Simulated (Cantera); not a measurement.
Standard-state values (1 bar) from the NASA 1993 polynomials, evaluated with Cantera. Values are per mole of reaction as written; species without (g) are pure solids or liquids, kept so even where they would boil at 1 bar.

2 O₃(g) + 3 CuF₂ + 12 H(g) = 3 Cu(OH)₂ + 6 HF(g), with ΔH° = -4269.4 kJ and ΔS° = -719.5 J/K at 300 K.

Question: How far is the shortcut ΔG° ≈ ΔH°(300 K) − T·ΔS°(300 K) from the full temperature-dependent value at 650, 750, 850, 950, 1050, 1150, 1250, 1350, 1450 K?

Answer: 
```
T (K)  shortcut (kJ)  full (kJ)  difference (kJ)  difference in log10 K     condensed phases
-----  -------------  ---------  ---------------  ---------------------  -------------------
650          -3801.7    -3789.6            -12.1                   0.97  CuF₂(s), Cu(OH)₂(s)
750          -3729.7    -3710.4            -19.3                   1.35  CuF₂(s), Cu(OH)₂(s)
850          -3657.8    -3629.9            -27.8                   1.71  CuF₂(s), Cu(OH)₂(s)
950          -3585.8    -3548.4            -37.5                   2.06  CuF₂(s), Cu(OH)₂(s)
1050         -3513.9    -3465.8            -48.0                   2.39  CuF₂(s), Cu(OH)₂(s)
1150         -3441.9    -3376.3            -65.6                   2.98  CuF₂(l), Cu(OH)₂(s)
1250         -3370.0    -3277.0            -93.0                   3.89  CuF₂(l), Cu(OH)₂(s)
1350         -3298.0    -3176.8           -121.2                   4.69  CuF₂(l), Cu(OH)₂(s)
1450         -3226.1    -3075.8           -150.3                   5.41  CuF₂(l), Cu(OH)₂(s)
```
The shortcut ignores heat capacities and the phase changes listed.
